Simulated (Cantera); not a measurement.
Input: 1 mol trisilylamine, 0.25 mol N2, equilibrated at 0.180 bar.

Method: chemical equilibrium by Gibbs-energy minimisation in Cantera with the NASA 1993 tables (ideal gas, pure condensed phases). Candidate condensed phases: Si, Si3N4; 18 gas species. The feed counts by its element totals alone. Mutual solubility and eutectic melting of coexisting phases are not modelled. Gases not in the tables: Si2H6 and higher silanes. The numbers say what is thermodynamically allowed, not how fast it happens.

Problem. Which condensed phases are stable at each of these points (T (K)): 798, 898, 998, 1098, 1198, 1298, 1398, 1498, 1598, 1698, 1798, 1898, 1998, 2098?

Solution. 
| T (K) | condensed phases | Si condensed (%) |
|---|---|---|
| 798 | Si(s) + Si3N4(s) | 100.0 |
| 898 | Si(s) + Si3N4(s) | 100.0 |
| 998 | Si(s) + Si3N4(s) | 100.0 |
| 1098 | Si(s) + Si3N4(s) | 100.0 |
| 1198 | Si(s) + Si3N4(s) | 100.0 |
| 1298 | Si(s) + Si3N4(s) | 100.0 |
| 1398 | Si(s) + Si3N4(s) | 100.0 |
| 1498 | Si(s) + Si3N4(s) | 100.0 |
| 1598 | Si(s) + Si3N4(s) | 100.0 |
| 1698 | Si(l) + Si3N4(s) | 100.0 |
| 1798 | Si(l) + Si3N4(s) | 100.0 |
| 1898 | Si(l) | 100.0 |
| 1998 | Si(l) | 99.9 |
| 2098 | Si(l) | 99.8 |

From 798 K to 1598 K the condensed part is Si(s) + Si3N4(s). From 1698 K to 1798 K the condensed part is Si(l) + Si3N4(s). From 1898 K to 2098 K the condensed part is Si(l).
